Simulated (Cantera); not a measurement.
## Gas-phase reforming

An isothermal, constant-pressure homogeneous reactor starts with 64.5 % CH₄, 35.5 % H₂O, at 1473 K and 2400 Torr.

Model: GRI-Mech 3.0 (53 species, 325 reactions), integrated in Cantera. GRI-Mech 3.0 stops at C3 and has no aromatics, soot or wall deposition, so with more carbon than oxygen in the feed, carbon stays in small species such as C2H2 where larger ones or solid carbon would form.

| t (s) | x CH₄ | x H₂O | x HO₂ | x CO₂ | x CH₂CO |
|---|---|---|---|---|---|
| 1.00e-5 | 0.645 | 0.355 | <1e-12 | <1e-12 | <1e-12 |
| 2.46e-5 | 0.645 | 0.355 | <1e-12 | <1e-12 | <1e-12 |
| 6.06e-5 | 0.645 | 0.355 | <1e-12 | <1e-12 | <1e-12 |
| 0.000149 | 0.645 | 0.355 | <1e-12 | <1e-12 | <1e-12 |
| 0.000367 | 0.645 | 0.355 | <1e-12 | <1e-12 | <1e-12 |
| 0.000904 | 0.644 | 0.355 | <1e-12 | 1.20e-11 | 2.68e-11 |
| 0.00223 | 0.641 | 0.355 | <1e-12 | 3.45e-10 | 8.96e-10 |
| 0.00548 | 0.635 | 0.354 | <1e-12 | 9.76e-9 | 3.13e-8 |
| 0.0135 | 0.616 | 0.351 | <1e-12 | 1.72e-7 | 6.74e-7 |
| 0.0332 | 0.573 | 0.342 | <1e-12 | 1.62e-6 | 4.69e-6 |
| 0.0817 | 0.492 | 0.324 | <1e-12 | 1.23e-5 | 1.14e-5 |
| 0.201 | 0.378 | 0.300 | <1e-12 | 8.86e-5 | 1.64e-5 |
| 0.495 | 0.269 | 0.274 | <1e-12 | 0.000584 | 1.89e-5 |
| 1.22 | 0.240 | 0.252 | <1e-12 | 0.00272 | 1.72e-5 |
| 3.00 | 0.241 | 0.220 | <1e-12 | 0.00672 | 1.25e-5 |
x: mole fraction; the columns are a selection and need not sum to one.

Equilibrium at this temperature and pressure: CH₄ 0.145, H₂O 2.26e-5, HO₂ <1e-12, CO₂ 2.91e-6, CH₂CO 6.99e-7 (gas phase only).
